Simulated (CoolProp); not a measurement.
Vapour-liquid equilibrium of R22 (1) + dimethyl ether (2) at 1.16 MPa; x and y are mole fractions of (1).

Model: multi-fluid Helmholtz-energy mixture model, Kamei 1995 and Wu 2011; pair parameters Bell 2016, in CoolProp.

```json
[
 {"x": "0.05", "bubble temperature, mixture model (°C)": "(withheld)", "bubble temperature, Raoult's law (°C)": "49.2", "y, mixture model": "0.044", "y, Raoult's law": "0.082"},
 {"x": "0.2", "bubble temperature, mixture model (°C)": "(withheld)", "bubble temperature, Raoult's law (°C)": "45.2", "y, mixture model": "0.197", "y, Raoult's law": "0.299"},
 {"x": "0.35", "bubble temperature, mixture model (°C)": "51.1", "bubble temperature, Raoult's law (°C)": "41.6", "y, mixture model": "0.380", "y, Raoult's law": "0.481"},
 {"x": "0.5", "bubble temperature, mixture model (°C)": "48.7", "bubble temperature, Raoult's law (°C)": "38.3", "y, mixture model": "0.580", "y, Raoult's law": "0.633"},
 {"x": "0.65", "bubble temperature, mixture model (°C)": "44.1", "bubble temperature, Raoult's law (°C)": "35.2", "y, mixture model": "(withheld)", "y, Raoult's law": "0.763"},
 {"x": "0.8", "bubble temperature, mixture model (°C)": "(withheld)", "bubble temperature, Raoult's law (°C)": "32.4", "y, mixture model": "0.907", "y, Raoult's law": "0.875"},
 {"x": "0.95", "bubble temperature, mixture model (°C)": "30.9", "bubble temperature, Raoult's law (°C)": "29.8", "y, mixture model": "0.985", "y, Raoult's law": "0.971"}
]
```

**Question.** What belongs in the gaps?

**Answer.** 
- 0.05, bubble temperature, mixture model (°C): 50.9
- 0.2, bubble temperature, mixture model (°C): 51.6
- 0.65, y, mixture model: 0.767
- 0.8, bubble temperature, mixture model (°C): 37.7

The largest gap from Raoult's law is +10.4 K in bubble temperature, at x = 0.5. y crosses x between x = 0.2 and 0.35: the model has an azeotrope there.

The pair parameters rest on a limited set of measurements; away from them the model extrapolates.
